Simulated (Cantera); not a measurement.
# Adiabatic ignition

An adiabatic, constant-volume homogeneous reactor starts with H₂ : O₂ : N₂ : NO = 1 : 0.227 : 1.52 : 0.0039 (molar parts), at 1725 K and 1000000 Pa.

Detailed kinetics in Cantera: GRI-Mech 3.0 (53 species, 325 reactions). The hydrogen kinetics of GRI-Mech 3.0 are dated; newer H2 mechanisms differ, most at raised pressure.

```json
[
 {"t (s)": "9.00e-6", "T (K)": "2974", "P (bar)": "16.0", "x H₂": "0.208", "x O₂": "7.75e-5", "x NO": "0.00139", "x N₂O": "2.28e-7", "x H": "0.0171", "x H₂O": "0.173"},
 {"t (s)": "1.84e-5", "T (K)": "2977", "P (bar)": "16.0", "x H₂": "0.208", "x O₂": "7.57e-5", "x NO": "0.00124", "x N₂O": "2.08e-7", "x H": "0.0169", "x H₂O": "0.173"},
 {"t (s)": "3.76e-5", "T (K)": "2979", "P (bar)": "16.0", "x H₂": "0.208", "x O₂": "7.66e-5", "x NO": "0.00105", "x N₂O": "1.83e-7", "x H": "0.0170", "x H₂O": "0.173"},
 {"t (s)": "7.69e-5", "T (K)": "2980", "P (bar)": "16.0", "x H₂": "0.208", "x O₂": "7.74e-5", "x NO": "0.000880", "x N₂O": "1.64e-7", "x H": "0.0170", "x H₂O": "0.174"},
 {"t (s)": "0.000157", "T (K)": "2980", "P (bar)": "16.0", "x H₂": "0.207", "x O₂": "7.79e-5", "x NO": "0.000798", "x N₂O": "1.56e-7", "x H": "0.0170", "x H₂O": "0.174"},
 {"t (s)": "0.000321", "T (K)": "2981", "P (bar)": "16.0", "x H₂": "0.207", "x O₂": "7.79e-5", "x NO": "0.000784", "x N₂O": "1.54e-7", "x H": "0.0170", "x H₂O": "0.174"},
 {"t (s)": "0.000656", "T (K)": "2981", "P (bar)": "16.0", "x H₂": "0.207", "x O₂": "7.79e-5", "x NO": "0.000784", "x N₂O": "1.54e-7", "x H": "0.0170", "x H₂O": "0.174"},
 {"t (s)": "0.00134", "T (K)": "2981", "P (bar)": "16.0", "x H₂": "0.207", "x O₂": "7.79e-5", "x NO": "0.000784", "x N₂O": "1.54e-7", "x H": "0.0170", "x H₂O": "0.174"},
 {"t (s)": "0.00274", "T (K)": "2981", "P (bar)": "16.0", "x H₂": "0.207", "x O₂": "7.79e-5", "x NO": "0.000784", "x N₂O": "1.54e-7", "x H": "0.0170", "x H₂O": "0.174"},
 {"t (s)": "0.00561", "T (K)": "2981", "P (bar)": "16.0", "x H₂": "0.207", "x O₂": "7.79e-5", "x NO": "0.000784", "x N₂O": "1.54e-7", "x H": "0.0170", "x H₂O": "0.174"},
 {"t (s)": "0.0115", "T (K)": "2981", "P (bar)": "16.0", "x H₂": "0.207", "x O₂": "7.79e-5", "x NO": "0.000784", "x N₂O": "1.54e-7", "x H": "0.0170", "x H₂O": "0.174"},
 {"t (s)": "0.0234", "T (K)": "2981", "P (bar)": "16.0", "x H₂": "0.207", "x O₂": "7.79e-5", "x NO": "0.000784", "x N₂O": "1.54e-7", "x H": "0.0170", "x H₂O": "0.174"},
 {"t (s)": "0.0479", "T (K)": "2981", "P (bar)": "16.0", "x H₂": "0.207", "x O₂": "7.79e-5", "x NO": "0.000784", "x N₂O": "1.54e-7", "x H": "0.0170", "x H₂O": "0.174"},
 {"t (s)": "0.0978", "T (K)": "2981", "P (bar)": "16.0", "x H₂": "0.207", "x O₂": "7.79e-5", "x NO": "0.000784", "x N₂O": "1.54e-7", "x H": "0.0170", "x H₂O": "0.174"},
 {"t (s)": "0.200", "T (K)": "2981", "P (bar)": "16.0", "x H₂": "0.207", "x O₂": "7.79e-5", "x NO": "0.000784", "x N₂O": "1.54e-7", "x H": "0.0170", "x H₂O": "0.174"}
]
```
x: mole fraction; the columns are a selection and need not sum to one.

| Item | Value |
|---|---|
| time of steepest temperature rise | 1.04 µs |
| temperature at 0.200 s | 2981 K |
| equilibrium temperature | 2981 K |
| x(H₂) at 0.200 s | 0.207 (gas-phase equilibrium 0.207) |
| x(O₂) at 0.200 s | 7.79e-5 (gas-phase equilibrium 7.79e-5) |
| x(NO) at 0.200 s | 0.000784 (gas-phase equilibrium 0.000784) |
